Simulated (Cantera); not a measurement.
Input: 1 mol B2O3, 0.93 mol Cl2, 59 mol N2, equilibrated at 10.0 mbar.

Cantera equilibrium calculation (NASA polynomials, part measured and part estimated; ideal gas, pure solids and liquids). Candidate condensed phases: B, BN, B2O3; 25 gas species. The tables' values for BOCl are old estimates; treat these amounts as uncertain. The numbers say what is thermodynamically allowed, not how fast it happens. All values below are at 1100 °C.

Base state: N2 0.975, Cl 0.0181, Cl2 0.00617, BOCl 0.000298, B2O3 0.000125, O2 7.91e-5, NO 1.34e-5, BCl3 1.23e-5 (mole fractions); condensed: B2O3(l).

Problem. What changes in the equilibrium state with this change: B2O3 replaced by CaO?

Solution. 
| species | before | after |
|---|---|---|
| N2 | 0.975 | 0.976 |
| CaCl2 | 0 | 0.0145 |
| O2 | 7.91e-5 | 0.00717 |
| Cl | 0.0181 | 0.00172 |
| BOCl | 0.000298 | 0 |
| B2O3 | 0.000125 | 0 |
| BCl3 | 1.23e-5 | 0 |
| Cl2 | 0.00617 | 5.58e-5 |
| NO | 1.34e-5 | 0.000128 |
| B2O3(l), mol | 0.983 | 0 |
| CaO(s), mol | 0 | 0.125 |
Condensed phases not in the tables: oxide chlorides. Further candidate phases: Ca, CaCl2, CaO.
